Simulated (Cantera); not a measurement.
Input: 1 mol PbO, 52 mol H2, equilibrated at 2.90 mbar.

These are equilibrium values from Cantera (NASA tables, ideal gas, pure condensed phases), not measurements of a reactor. Candidate condensed phases: H2O, Pb, PbO, PbO2, Pb3O4; 12 gas species. Rates play no part. All values below are at 1000 °C.

Base state: H2 0.962, H2O 0.0189, Pb 0.0189, H 1.30e-5 (mole fractions); condensed: gas only.

Problem. What changes in the equilibrium state with this change: pressure from 2.90 mbar to 8.00 bar?

Solution. 
```csv
species,before,after
H2,0.962,0.981
H2O,0.0189,0.0192
Pb,0.0189,0.000229
H,1.30e-5,2.50e-7
"Pb(l), mol",0,0.988
```
